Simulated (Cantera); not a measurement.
What does this Cantera script print?

```python
import numpy as np
import cantera as ct

gas_names = [...]  # 45 gases of nasa_gas.yaml made of Cu, F, H, N, O
cond_names = """
    Cu(cr) Cu(L) CuF2(s) CuF2(L) CuO(s) CuO2H2(s) Cu2O(s) Cu2O(L) H2O(s) H2O(L)
""".split()


# ... load() reads the species with a 1 bar reference pressure and builds the phases ...
atoms = {
    'CuO': {'Cu': 1, 'O': 1},
    'NF3': {'N': 1, 'F': 3},
    'H2': {'H': 2},
}
top_T = {'CuO(s)': 1390}  # K; cautious upper limits of use, not melting points


# ... equilibrate(T, P, feed) seeds the gas with the atoms and calls Mixture.equilibrate('TP', solver="vcs", rtol=1e-11, max_steps=5000) ...
results = []
feed = {'CuO': 1, 'NF3': 0.59, 'H2': 2.9}  # mol
T = 1798.15  # K
P = 1333.22  # Pa
mix = equilibrate(T, P, feed)
results.append((T, P, feed, dict(zip(mix.species_names, mix.species_moles))))
x = sorted(zip(gas.X, gas.species_names), reverse=True)
print(f"T = {T:g} K  P = {P:g} Pa  gas = {mix.phase_moles(0):.4g} mol")
print("   x: " + "  ".join(f"{s} {v:.3e}" for v, s in x if v > 1e-05))
print("   condensed (mol): " + ("  ".join(f"{mix.phase(i).name} {mix.phase_moles(i):.4g}"
      for i in range(1, mix.n_phases) if mix.phase_moles(i) > 1e-12) or "none"))
```

Output:

```
T = 1798.15 K  P = 1333.22 Pa  gas = 4.258 mol
   x: HF 4.135e-01  H2 2.388e-01  H2O 2.348e-01  N2 6.929e-02  Cu 3.975e-02  CuF 2.183e-03  H 1.492e-03  OH 9.645e-05  Cu2 7.561e-05
   condensed (mol): Cu(L) 0.8208
```

Equilibrium computed with Cantera from the NASA thermochemical tables; the gas is ideal and each condensed phase is pure.
